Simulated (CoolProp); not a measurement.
Computed with CoolProp (reference Helmholtz-energy equation of state, Pan 2012).

Question: Give the vapour pressure (kPa), liquid density (kg/m³), surface tension (mN/m), liquid viscosity (µPa s) of saturated R236FA at 312.2 K.

Answer: 
| T (K) | p (kPa) | liquid density (kg/m³) | surface tension (mN/m) | liquid viscosity (µPa s) |
|---|---|---|---|---|
| 312.2 | 424 | 1310 | 7.93 | 240 |

Viscosity comes from a separate model (Huber 2003), an estimate that may be off by 10 % or more. Surface tension comes from a separate correlation (Mulero 2012).
